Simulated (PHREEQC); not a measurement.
A solution holds 1.3 mmol/kgw CdCl2, 14 mmol/kgw ZnCl2, 0.25 mmol/kgw NaF and 0.25 mmol/kgw Na2SO4, at 20 °C. Closed to the air; pH follows from the charge balance.

Model: ion-association model, phreeqc.dat, run in PHREEQC.

```
quantity                    before     after
------------------------  --------  --------
pH                            5.55      5.10
ionic strength (mol/kgw)    0.0440    0.0408
Cl- (mol/kgw)               0.0294    0.0277
Zn+2 (mol/kgw)              0.0135    0.0119
CdCl+ (mol/kgw)           0.000698  0.000705
Cd+2 (mol/kgw)            0.000538  0.000526
SI of Halite (NaCl)          -6.39     -6.45
```

Q: What was changed between the two runs?
(A) CdCl2 from 0.0013 to 0.013 mol/kgw
(B) temperature from 20 to 10 °C
(C) temperature from 20 to 50 °C
(D) ZnCl2 replaced by ZnBr2 at the same molality
(E) temperature from 20 to 65 °C

A: E, temperature from 20 to 65 °C

No solid was allowed to form. At this temperature some constants are extrapolated from 25 °C, and those without enthalpy data are left unchanged.
